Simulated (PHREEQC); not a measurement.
Make-up at 20 °C: 150 mmol/kgw Pb(NO3)2, 8 mmol/kgw KNO3 and 0.091 mmol/kgw Zn(NO3)2. Closed to the air; pH follows from the charge balance.

The numbers come from PHREEQC with the ion-association model, phreeqc.dat.

This is a speciation only: nothing precipitates in the calculation.

Problem. Predict the pH, activity of water, ionic strength.

Solution. pH 4.24; activity of water 0.993; ionic strength 0.316 mol/kgw.

Problem. In which forms is Pb present?

Solution. Pb+2 52 %, PbNO3+ 48 % of the Pb.
